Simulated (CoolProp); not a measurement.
Vapour-liquid equilibrium of toluene (1) + p-xylene (2) at 0.708 MPa; x and y are mole fractions of (1).

Model: multi-fluid Helmholtz-energy mixture model, Lemmon 2006 and Zhou 2012; pair parameters Bell 2016, in CoolProp.

```
x     bubble temperature, mixture model (K)  bubble temperature, Raoult's law (K)  y, mixture model  y, Raoult's law
----  -------------------------------------  ------------------------------------  ----------------  ---------------
0.05                                  500.7                                 500.6             0.076            0.084
0.2                                   494.9                                 494.6             0.283            0.305
0.35                                  489.5                                 489.2             0.462            0.488
0.5                                   484.4                                 484.1             0.616            0.641
0.65                                  479.6                                 479.5             0.750            0.769
0.8                                   475.3                                 475.2             0.866            0.879
0.95                                  471.2                                 471.2             0.968            0.972
```

The largest gap from Raoult's law is +0.3 K in bubble temperature, at x = 0.35. No azeotrope shows between x = 0.05 and 0.95.

Pair parameters are fitted to limited data, so mixtures are less certain than the pure fluids.
